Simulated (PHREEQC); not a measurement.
# Acid rinse or clean

Make-up at 25 °C: 0.0021 mol HF, 0.00023 mol CuSO4 and 0.049 mol MnSO4 per kg of water. Closed to the air; pH follows from the charge balance.

The numbers come from PHREEQC with the ion-association model, wateq4f.dat.

This is a speciation only: nothing precipitates in the calculation.

What pH, ionic strength does the model give?

pH 3.27; ionic strength 0.118 mol/kgw.

In which forms is Mn present?

Mn+2 60 %, MnSO4 40 % of the Mn.

Complexes and solids missing from the database can't appear.
